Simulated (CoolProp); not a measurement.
Aqueous propylene glycol as a coolant, 7 % by mass, freezing at -1.8 °C, 1 atm.

Computed with CoolProp (Melinder's fits for secondary coolants).

| T (°C) | conductivity (W/(m K)) | viscosity (mPa s) | Prandtl number | density (kg/m³) |
|---|---|---|---|---|
| 1.1 | 0.531 | 2.33 | 18.0 | 1006 |
| 7.1 | 0.541 | 1.90 | 14.4 | 1006 |
| 13.2 | 0.550 | 1.57 | 11.7 | 1005 |
| 19.2 | 0.559 | 1.32 | 9.71 | 1004 |
| 25.2 | 0.567 | 1.13 | 8.19 | 1002 |
| 31.3 | 0.576 | 0.978 | 6.99 | 1001 |
